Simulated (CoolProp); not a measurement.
Vapour-liquid equilibrium of R152A (1) + methanol (2) at 293.3 K; x and y are mole fractions of (1).

Model: multi-fluid Helmholtz-energy mixture model, Outcalt 1996 and de Reuck 1993; pair parameters Bell 2016, in CoolProp.

```
x     bubble pressure, mixture model (bar)  bubble pressure, Raoult's law (bar)  y, mixture model  y, Raoult's law
----  ------------------------------------  -----------------------------------  ----------------  ---------------
0.05                                 1.177                               0.3824             0.889            0.674
0.15                                 2.291                               0.8846             0.944            0.874
0.25                                 2.781                                1.387             0.954            0.929
0.35                                 3.047                                1.889             0.959            0.955
0.45                                 3.255                                2.391             0.963            0.970
0.55                                 3.475                                2.893             0.967            0.980
0.65                                 3.736                                3.395             0.972            0.986
0.75                                 4.055                                3.897             0.978            0.992
0.85                                 4.439                                4.400             0.986            0.996
0.95                                 4.895                                4.902             0.995            0.999
```

The largest gap from Raoult's law is +207.8 % in bubble pressure, at x = 0.05. No azeotrope shows between x = 0.05 and 0.95.

The pair parameters rest on a limited set of measurements; away from them the model extrapolates. With so large a gap from Raoult's law the liquid may split in two, which this calculation doesn't test in full.
